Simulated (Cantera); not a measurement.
A closed system holds: 1 mol SiCl₄, 26 mol N₂O, 0.93 mol H₂, held at 1073.15 K and 0.133 bar.

Cantera equilibrium calculation (NASA polynomials, part measured and part estimated; ideal gas, pure solids and liquids). Candidate condensed phases: H₂O, NH₄Cl, Si, SiO₂, Si₂N₂O, Si₃N₄; 47 gas species. Rates play no part.

### Question
What is the equilibrium state?

### Answer
x(N₂): 0.636
x(O₂): 0.292
x(HCl): 0.0407
x(Cl₂): 0.0283
x(H₂O): 0.00240
x(Cl): 0.000497
x(NO): 7.01e-5
x(ClO): 5.06e-6
x(HOCl): 1.51e-6
n(SiO₂(β-quartz)): 1.00 mol
gas amount: 40.89 mol
log10 activity of Si(s) (absent): -33.51
